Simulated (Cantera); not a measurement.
A closed system holds: 1 mol MgO, 9.7 mol HF, 4.5 mol H₂, at 10.0 mbar.

Equilibrium computed with Cantera from the NASA thermochemical tables; the gas is ideal and each condensed phase is pure. Candidate condensed phases: H₂O, Mg, MgF₂, MgO, Mg(OH)₂; 31 gas species. Kinetics and transport are ignored. All values below are at 650 °C.

Base state: HF 0.583, H₂ 0.341, H₂O 0.0758 (mole fractions); condensed: MgF₂(s).

Task: What changes in the equilibrium state with this change: MgO replaced by SiO₂?

Result: 
```
species       before   after
------------  ------  ------
HF             0.583   0.432
H₂             0.341   0.341
H₂O           0.0758   0.152
SiF₄               0  0.0758
MgF₂(s), mol    1.00       0
```
Further candidate phases: Si, SiO₂.
